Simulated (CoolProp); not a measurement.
Vapour-liquid equilibrium of fluoroethane (R161) (1) + R227EA (2) at 311.2 K; x and y are mole fractions of (1).

Computed with CoolProp (multi-fluid Helmholtz-energy mixture model, Wu 2012 and Lemmon 2016; pair parameters Bell 2016).

```csv
x,bubble pressure (kPa),y at the bubble point,dew pressure at overall composition x (kPa),liquid density (mol/L)
0.05,668.6,0.055,(withheld),8.046
0.15,686.6,0.183,680.7,8.509
0.25,721.3,(withheld),701.4,8.997
0.35,771.7,(withheld),730.1,9.515
0.45,(withheld),0.584,767.7,10.07
0.55,909.5,0.693,815.9,10.67
0.65,990.5,0.783,877.8,11.32
0.75,1076,0.859,958.3,12.03
0.85,1164,0.922,(withheld),12.82
0.95,1254,0.976,1209,13.70
```

Question: Fill in the missing entries.

Answer: 
- 0.05, dew pressure at overall composition x (kPa): 668.2
- 0.25, y at the bubble point: 0.322
- 0.35, y at the bubble point: 0.459
- 0.45, bubble pressure (kPa): 835.5
- 0.85, dew pressure at overall composition x (kPa): 1065

No azeotrope shows between x = 0.05 and 0.95.

The pair parameters rest on a limited set of measurements; away from them the model extrapolates.
